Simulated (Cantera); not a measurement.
A perfectly stirred reactor is fed with 0.585 % CH₄, 0.485 % C₂H₆, 0.392 % C₃H₈, 7.89 % O₂, 76.0 % N₂, 14.6 % CO₂, at 7500 Torr; it is adiabatic with a 675 K inlet, and is followed from long to short residence time, starting on the burning branch (τ in s: 0.06, 0.03, 0.015, 0.0076, 0.0038, 0.0019, 0.00098, 0.00049, 0.00025, 0.00013, 6.3e-05, 3.2e-05, 1.6e-05).

Computed with Cantera and GRI-Mech 3.0 (53 species, 325 reactions).

Problem. Predict: blow-out, bracketed by the residence times tried; x(CH₄) at τ = 60.0 ms; x(C₂H₆) at τ = 60.0 ms; x(C₃H₈) at τ = 60.0 ms; x(H₂) at τ = 60.0 ms; x(CH₄) at τ = 0.980 ms; x(C₂H₆) at τ = 0.980 ms; x(C₃H₈) at τ = 0.980 ms.

Solution. 
```
Quantity                                                                      Result
------------------------------------------------  ----------------------------------
blow-out, bracketed by the residence times tried  burning at 60.0 ms, out at 30.0 ms
x(CH₄) at τ = 60.0 ms                                                       0.000384
x(C₂H₆) at τ = 60.0 ms                                                       7.74e-5
x(C₃H₈) at τ = 60.0 ms                                                       6.31e-5
x(H₂) at τ = 60.0 ms                                                        0.000179
x(CH₄) at τ = 0.980 ms                                                       0.00585
x(C₂H₆) at τ = 0.980 ms                                                      0.00485
x(C₃H₈) at τ = 0.980 ms                                                      0.00392
```
